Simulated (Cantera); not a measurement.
A freely propagating, adiabatic, planar premixed flame of 6.93 % CH4, 19.6 % O2, 73.5 % N2, equivalence ratio 0.71, unburnt at 675 K and 105 Torr; mixture-averaged transport, grid criteria slope 0.08 and curve 0.16, no radiation.

Computed with Cantera and GRI-Mech 3.0 (53 species, 325 reactions). Burning velocities carry a grid error of a few per cent, more on coarse grids.

x: mole fraction of selected species; z is measured from the peak of heat release.

```csv
z (mm),T (K),u (m/s),x CH4,x O2,x H2O,x C2H2,x OH,x CO
-6.15,675,1.91,0.0693,0.195,9.62e-6,<1e-8,<1e-8,5.52e-7
-4.10,676,1.91,0.0692,0.195,0.000125,<1e-8,6.47e-8,1.06e-5
-3.07,679,1.92,0.0689,0.195,0.000590,<1e-8,7.32e-7,6.63e-5
-2.05,705,2.00,0.0670,0.193,0.00407,1.38e-7,8.28e-6,0.000726
-1.02,…,2.64,0.0528,0.176,0.0280,2.71e-6,8.78e-5,0.00836
-0.512,…,3.54,0.0318,0.146,0.0601,1.07e-5,0.000611,0.0224
0,…,4.52,0.00946,0.108,0.0956,2.02e-5,0.00293,0.0385
0.512,1691,4.96,0.00113,0.0824,0.114,4.10e-6,0.00634,0.0402
1.02,1723,5.05,7.63e-5,0.0724,0.118,1.52e-7,0.00806,0.0338
2.05,1749,5.10,3.56e-7,0.0664,0.118,<1e-8,0.00908,0.0239
4.10,1784,5.18,<1e-8,0.0633,0.117,<1e-8,0.00962,0.0165
8.20,1830,5.29,<1e-8,0.0618,0.119,<1e-8,0.00979,0.0137
16.4,1891,5.45,<1e-8,0.0607,0.122,<1e-8,0.00962,0.0121
```

Question: What belongs in the gaps?

Answer: 
- -1.02, T (K): 918
- -0.512, T (K): 1220
- 0, T (K): 1547
